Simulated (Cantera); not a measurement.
Feed: 1 mol SiHCl3, 1.6 mol HCl, a varied amount of H2, equilibrated at 873 K and 0.00133 bar.

Method: chemical equilibrium by Gibbs-energy minimisation in Cantera with the NASA 1993 tables (ideal gas, pure condensed phases). Candidate condensed phases: Si; 19 gas species. The tables' values for SiCl3 are old estimates; treat these amounts as uncertain. The numbers say what is thermodynamically allowed, not how fast it happens.

x: gas mole fraction; n: condensed amount in mol.

| n(H2) (mol) | x H2 | x SiCl4 | x HCl | x SiHCl3 | x SiCl3 | n Si(s) |
|---|---|---|---|---|---|---|
| 4.8 | 0.781 | 0.132 | 0.0840 | 0.00263 | 0.000218 | 0 |
| 7.4 | 0.837 | 0.0970 | 0.0630 | 0.00276 | 0.000220 | 0 |
| 11 | 0.879 | 0.0704 | 0.0472 | 0.00281 | 0.000219 | 0 |
| 17 | 0.915 | 0.0479 | 0.0337 | 0.00278 | 0.000213 | 0 |
| 27 | 0.943 | 0.0308 | 0.0233 | 0.00267 | 0.000201 | 0 |
| 41 | 0.960 | 0.0201 | 0.0167 | 0.00248 | 0.000185 | 0 |
| 63 | 0.973 | 0.0127 | 0.0119 | ___ | 0.000165 | 0 |
| 97 | 0.981 | 0.00771 | 0.00958 | ___ | 0.000125 | 0.0359 |
| 150 | 0.986 | 0.00447 | 0.00838 | ___ | 8.29e-5 | 0.115 |
| 230 | 0.989 | 0.00249 | 0.00726 | ___ | 5.35e-5 | 0.217 |

### Question
Fill in the missing entries.

### Answer

- 63, x SiHCl3: 0.00223
- 97, x SiHCl3: 0.00169
- 150, x SiHCl3: 0.00113
- 230, x SiHCl3: 0.000728
